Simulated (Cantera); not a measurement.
Input: 1 mol SiC, a varied amount of O2, 1.2 mol N2, held at 627 °C and 0.0458 Torr.

Method: chemical equilibrium by Gibbs-energy minimisation in Cantera with the NASA 1993 tables (ideal gas, pure condensed phases). Candidate condensed phases: C, Si, SiC, SiO2, Si2N2O, Si3N4; 34 gas species. N2 is the only nitrogen source here; it is nearly inert below about 1500 K, so the nitride shown seldom forms there in practice. The numbers say what is thermodynamically allowed, not how fast it happens.

Problem. Which condensed phases are stable at each of these points (n(O2) (mol)): 0.1, 0.13, 0.17, 0.22, 0.28, 0.36, 0.46, 0.59, 0.75, 0.97, 1.2, 1.6, 2?

Solution. 
```
n(O2) (mol)                          condensed phases  Si condensed (%)
-----------  ----------------------------------------  ----------------
0.1                C(graphite) + Si2N2O(s) + Si3N4(s)             100.0
0.13               C(graphite) + Si2N2O(s) + Si3N4(s)             100.0
0.17               C(graphite) + Si2N2O(s) + Si3N4(s)             100.0
0.22               C(graphite) + Si2N2O(s) + Si3N4(s)             100.0
0.28         C(graphite) + SiO2(β-quartz) + Si2N2O(s)             100.0
0.36         C(graphite) + SiO2(β-quartz) + Si2N2O(s)             100.0
0.46         C(graphite) + SiO2(β-quartz) + Si2N2O(s)             100.0
0.59         C(graphite) + SiO2(β-quartz) + Si2N2O(s)             100.0
0.75         C(graphite) + SiO2(β-quartz) + Si2N2O(s)             100.0
0.97         C(graphite) + SiO2(β-quartz) + Si2N2O(s)             100.0
1.2                      C(graphite) + SiO2(β-quartz)             100.0
1.6                                    SiO2(β-quartz)             100.0
2                                      SiO2(β-quartz)             100.0
```

From 0.1 mol O2 to 0.22 mol O2 the condensed part is C(graphite) + Si2N2O(s) + Si3N4(s). From 0.28 mol O2 to 0.97 mol O2 the condensed part is C(graphite) + SiO2(β-quartz) + Si2N2O(s). At 1.2 mol O2 the condensed part is C(graphite) + SiO2(β-quartz). From 1.6 mol O2 to 2 mol O2 the condensed part is SiO2(β-quartz).
